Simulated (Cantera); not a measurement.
Feed: 1 mol NiS, 290 mol H₂, equilibrated at 1927 °C and 0.100 bar.

These are equilibrium values from Cantera (NASA tables, ideal gas, pure condensed phases), not measurements of a reactor. Candidate condensed phases: Ni, NiS, NiS₂, Ni₃S₂, Ni₃S₄, S; 9 gas species. Equilibrium is a limit: real reactors are often held back by kinetics, nucleation or transport.

Base state: H₂ 0.976, H 0.0176, Ni 0.00333, H₂S 0.00135, SH 0.00128, S 0.000402, S₂ 0.000147, NiS 7.39e-5 (mole fractions); condensed: gas only.

### Question
What changes in the equilibrium state with this change: H₂ from 290 to 15 mol?

### Answer
```
species       before    after
----------  --------  -------
H₂             0.976    0.919
H             0.0176   0.0171
Ni           0.00333   0.0163
S₂          0.000147   0.0150
SH           0.00128   0.0126
H₂S          0.00135   0.0128
NiS          7.39e-5  0.00366
S           0.000402  0.00406
Ni(l), mol         0    0.683
```

### Question
What changes in the equilibrium state with this change: pressure from 0.100 bar to 0.00680 bar?

### Answer
```json
[
 {"species": "H₂", "before": "0.976", "after": "0.928"},
 {"species": "H", "before": "0.0176", "after": "0.0658"},
 {"species": "Ni", "before": "0.00333", "after": "0.00330"},
 {"species": "S", "before": "0.000402", "after": "0.00149"},
 {"species": "H₂S", "before": "0.00135", "after": "0.000323"},
 {"species": "NiS", "before": "7.39e-5", "after": "1.85e-5"},
 {"species": "S₂", "before": "0.000147", "after": "0.000138"},
 {"species": "SH", "before": "0.00128", "after": "0.00121"}
]
```

### Question
What changes in the equilibrium state with this change: NiS replaced by Cu₂O?

### Answer
```tsv
species	before	after
H₂	0.976	0.972
H	0.0176	0.0176
Cu	0	0.00679
H₂O	0	0.00339
Ni	0.00333	0
H₂S	0.00135	0
SH	0.00128	0
S	0.000402	0
```
Further candidate phases: Cu, CuO, Cu(OH)₂, Cu₂O, H₂O.
